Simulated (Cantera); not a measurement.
A perfectly stirred reactor is fed with CO : O2 : H2O : N2 = 0.0021 : 0.044 : 0.00018 : 1 (molar parts), at 1000000 Pa; it is held at 1273 K, and followed from long to short residence time.

Computed with Cantera and GRI-Mech 3.0 (53 species, 325 reactions).

**Question.** What does this change do: pressure from 1000000 Pa to 130000 Pa?

**Answer.** 
```tsv
quantity	before	after
x(CO) at τ = 28.0 s	7.63e-6	1.42e-5
x(O2) at τ = 28.0 s	0.0411	0.0411
x(H2O) at τ = 28.0 s	0.000172	0.000172
x(N2O) at τ = 28.0 s	5.47e-7	6.72e-7
x(H2O2) at τ = 28.0 s	4.17e-11	8.75e-11
x(CO) at τ = 0.370 s	0.000363	0.000281
x(O2) at τ = 0.370 s	0.0413	0.0412
x(H2O) at τ = 0.370 s	0.000172	0.000170
x(N2O) at τ = 0.370 s	3.49e-6	1.87e-6
x(H2O2) at τ = 0.370 s	1.30e-9	1.17e-9
```
